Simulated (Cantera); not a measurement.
# Equilibrium for silicon nitride deposition: Si2Cl6 + NH3 + H2

Input: 1 mol Si2Cl6, 8 mol NH3, 0.11 mol H2, equilibrated at 5400 Pa.

Equilibrium computed with Cantera from the NASA thermochemical tables; the gas is ideal and each condensed phase is pure. Candidate condensed phases: NH4Cl, Si, Si3N4; 28 gas species. The feed counts by its element totals alone. The tables' values for SiCl3, SiCl are old estimates; treat these amounts as uncertain. Rates play no part.

```csv
T (K),log p H2,log p HCl,log p N2,log p SiCl2,log p SiCl4,log p SiCl3,log p H,log p SiHCl3,n Si3N4(s)
1248,-1.55,-1.78,-2.08,-4.84,-3.48,-4.59,-7.10,-4.71,0.624
1298,-1.55,-1.77,-2.08,-4.41,-3.53,-4.36,-6.74,-4.65,0.623
1348,-1.55,-1.78,-2.08,-4.02,-3.59,-4.16,-6.41,-4.60,0.618
1398,-1.55,-1.78,-2.07,-3.68,-3.66,-3.98,-6.10,-4.57,0.605
1448,-1.54,-1.79,-2.07,-3.37,-3.75,-3.84,-5.81,-4.57,0.581
1498,-1.54,-1.81,-2.06,-3.10,-3.88,-3.75,-5.54,-4.60,0.542
1548,-1.54,-1.84,-2.04,-2.89,-4.06,-3.69,-5.28,-4.66,0.487
1598,-1.53,-1.89,-2.03,-2.71,-4.28,-3.69,-5.04,-4.77,0.417
1648,-1.53,-1.94,-2.01,-2.57,-4.54,-3.73,-4.81,-4.90,0.338
1698,-1.52,-2.00,-1.99,-2.47,-4.83,-3.80,-4.60,-5.07,0.256
1748,-1.52,-2.06,-1.98,-2.39,-5.13,-3.89,-4.40,-5.25,0.177
```
log p: log10 of the partial pressure in bar; n: condensed amount in mol.

From 1248 K to 1748 K the condensed part is Si3N4(s). The main Si-bearing gas is SiCl4 at 1248 K and SiCl2 at 1748 K. The share of Si in condensed phases is highest at 1248 K (93.6 %) and lowest at 1748 K (26.6 %).
